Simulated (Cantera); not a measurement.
Transport properties of process gases

Gas mixture: 100 % C3H8, at 0.000395 atm, frozen composition.

Cantera's kinetic-theory transport with the Lennard-Jones parameters of GRI-Mech 3.0, ideal gas; thermal conductivity in the mixture-averaged form. The composition is frozen, though it would react at the higher temperatures.

| T (K) | ρ (kg/m³) | cp (J/kg/K) | μ (µPa s) | λ (mW/m/K) | Pr | D (cm²/s) OH | D (cm²/s) CH4 | D (cm²/s) H |
|---|---|---|---|---|---|---|---|---|
| 400 | 0.000530 | 2134 | 10.9 | 30.7 | 0.756 | 738 | 542 | 2870 |
| 650 | 0.000326 | 3083 | 16.5 | 67.4 | 0.756 | 1720 | 1290 | 6860 |
| 900 | 0.000236 | 3749 | 21.2 | 105 | 0.758 | 3000 | 2270 | 12100 |
| 1150 | 0.000184 | 4195 | 25.4 | 141 | 0.753 | 4540 | 3450 | 18300 |
| 1400 | 0.000152 | 4523 | 29.1 | 176 | 0.750 | 6300 | 4810 | 25500 |
| 1650 | 0.000129 | 4780 | 32.6 | 208 | 0.750 | 8290 | 6330 | 33600 |
D: mixture-averaged diffusion coefficient of that species in the mixture.
